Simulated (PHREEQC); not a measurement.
A solution holds 0.13 mol/kgw HCl, 0.00019 mol/kgw Na2SO4 and 1e-05 mol/kgw H4SiO4, at 56 °C. Closed to the air; pH follows from the charge balance.

Equilibrium calculation in PHREEQC: ion-association model, wateq4f.dat.

| quantity | before | after |
|---|---|---|
| pH | 0.98 | 1.93 |
| SI of Halite (NaCl) | -6.21 | -8.06 |

Q: What was changed between the two runs?
A) Na2SO4 replaced by Na3PO4 at the same molality
B) diluted 10-fold with water
C) diluted 5-fold with water
D) HCl from 0.13 to 0.143 mol/kgw
E) Na2SO4 from 0.00019 to 9.5e-05 mol/kgw

A: B, diluted 10-fold with water

No solid was allowed to form. Constants without temperature data keep their 25 °C values here.
